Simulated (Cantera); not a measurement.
Nitride etching: BN + HCl + H2

A closed system holds: 1 mol BN, 4.5 mol HCl, 1.3 mol H2, held at 13.3 mbar.

Method: chemical equilibrium by Gibbs-energy minimisation in Cantera with the NASA 1993 tables (ideal gas, pure condensed phases). Candidate condensed phases: B, BN, NH4Cl; 21 gas species. The tables' values for BCl2, BCl are old estimates; treat these amounts as uncertain. Gases not in the tables: BHCl2. Equilibrium is a limit: real reactors are often held back by kinetics, nucleation or transport.

```tsv
T (K)	log p HCl	log p H2	log p BCl3	log p N2	n BN(s)
750	-1.99	-2.52	-6.78	-7.08	1.000
850	-1.99	-2.52	-6.07	-6.37	1.000
950	-1.99	-2.52	-5.50	-5.81	0.999
1050	-1.99	-2.52	-5.05	-5.35	0.996
1150	-1.99	-2.52	-4.68	-4.98	0.991
1250	-1.99	-2.52	-4.37	-4.67	0.981
1350	-2.00	-2.51	-4.11	-4.42	0.967
1450	-2.00	-2.50	-3.90	-4.20	0.946
1550	-2.01	-2.49	-3.73	-4.03	0.918
1650	-2.02	-2.47	-3.60	-3.87	0.882
```
log p: log10 of the partial pressure in bar; n: condensed amount in mol.

From 750 K to 1650 K the condensed part is BN(s). The main B-bearing gas is BCl3 throughout.
